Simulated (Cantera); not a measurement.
# Thermodynamics of silicon oxide and oxynitride deposition, feed Si2H6 + O2 + N2

Feed: 1 mol Si2H6, 6.4 mol O2, a varied amount of N2, held at 1423 K and 0.000680 bar.

Method: chemical equilibrium by Gibbs-energy minimisation in Cantera with the NASA 1993 tables (ideal gas, pure condensed phases). Candidate condensed phases: H2O, Si, SiO2, Si2N2O, Si3N4; 35 gas species. The feed counts by its element totals alone. The tables hold silica as quartz up to 1696 K and as liquid above; real silica turns to tridymite and cristobalite and melts near 1996 K. Equilibrium is a limit: real reactors are often held back by kinetics, nucleation or transport.

| n(N2) (mol) | x N2 | x H2O | x O2 | x NO | x OH | x O | x H2 | n SiO2(β-quartz) |
|---|---|---|---|---|---|---|---|---|
| 2.2 | 0.271 | 0.370 | 0.358 | 0.000630 | 0.000525 | 3.09e-5 | 1.52e-5 | 2.00 |
| 3.4 | 0.365 | 0.322 | 0.311 | 0.000682 | 0.000473 | 2.88e-5 | 1.42e-5 | 2.00 |
| 5.2 | 0.468 | 0.270 | 0.261 | 0.000707 | 0.000415 | 2.64e-5 | 1.30e-5 | 2.00 |
| 8 | 0.575 | 0.216 | 0.208 | 0.000700 | 0.000350 | 2.36e-5 | 1.16e-5 | 2.00 |
| 12 | 0.670 | 0.167 | 0.162 | 0.000665 | 0.000290 | 2.08e-5 | 1.02e-5 | 2.00 |
| 18 | 0.753 | 0.125 | 0.121 | 0.000610 | 0.000233 | 1.80e-5 | 8.84e-6 | 2.00 |
| 28 | 0.826 | 0.0884 | 0.0852 | 0.000536 | 0.000179 | 1.51e-5 | 7.42e-6 | 2.00 |
| 43 | 0.879 | 0.0613 | 0.0590 | 0.000461 | 0.000136 | 1.25e-5 | 6.18e-6 | 2.00 |
| 65 | 0.917 | 0.0423 | 0.0407 | 0.000391 | 0.000103 | 1.04e-5 | 5.14e-6 | 2.00 |
| 99 | 0.944 | 0.0286 | 0.0275 | 0.000326 | 7.68e-5 | 8.56e-6 | 4.22e-6 | 2.00 |
x: gas mole fraction; n: condensed amount in mol.

From 2.2 mol N2 to 99 mol N2 the condensed part is SiO2(β-quartz).
